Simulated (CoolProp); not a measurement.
A single-stage vapour-compression cycle with nitrous oxide: evaporating at 241.15 K (dew point), condensing at 300.15 K (bubble point), superheat 0 K, subcooling 8 K, compressor efficiency 0.85, no pressure losses. Each further row changes one setting.

Computed with CoolProp (reference Helmholtz-energy equation of state, Lemmon 2006). It is a short technical equation, of lower accuracy than the large ones.

| case | cooling COP | pressure ratio | discharge temperature (K) | refrigerating effect (kJ/kg) | volumetric capacity (kJ/m³) |
|---|---|---|---|---|---|
| as stated | 2.27 | 4.79 | 361.4 | 190 | 6060 |
| evaporating temperature 246.15 K | … | … | 354.3 | 191 | … |
| condensing temperature 295.15 K | 2.63 | 4.28 | 351.5 | … | 6450 |
| subcooling 13 K | … | 4.79 | 361.4 | 203 | 6480 |
| superheat 10 K | … | 4.79 | 375.1 | … | 6000 |
| compressor efficiency 0.75 | 2.01 | 4.79 | 370.3 | 190 | 6060 |

Q: Fill in the missing entries.

A: 
- evaporating temperature 246.15 K, cooling COP: 2.60
- evaporating temperature 246.15 K, pressure ratio: 4.07
- evaporating temperature 246.15 K, volumetric capacity (kJ/m³): 7160
- condensing temperature 295.15 K, refrigerating effect (kJ/kg): 202
- subcooling 13 K, cooling COP: 2.43
- superheat 10 K, cooling COP: 2.25
- superheat 10 K, refrigerating effect (kJ/kg): 201
